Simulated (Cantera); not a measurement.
Charge: 1 mol B2O3, 43 mol N2, 0.9 mol H2, at 1950 °C and 93000 Pa.

These are equilibrium values from Cantera (NASA tables, ideal gas, pure condensed phases), not measurements of a reactor. Candidate condensed phases: B, BN, B2O3, B3O3H3, H2O; 39 gas species. Rates play no part.

What is the equilibrium state?


```
Property                             Value
-------------------------------  ---------
x(N2)                                0.956
x(B2O3)                             0.0156
x(H2)                               0.0147
x(HBO2)                            0.00621
x(HBO)                             0.00287
x(BO)                              0.00187
x(B2O2)                            0.00113
x(H)                              0.000806
x(H2O)                            0.000355
gas amount                       44.96 mol
log10 activity of B(s) (absent)      -2.93
```
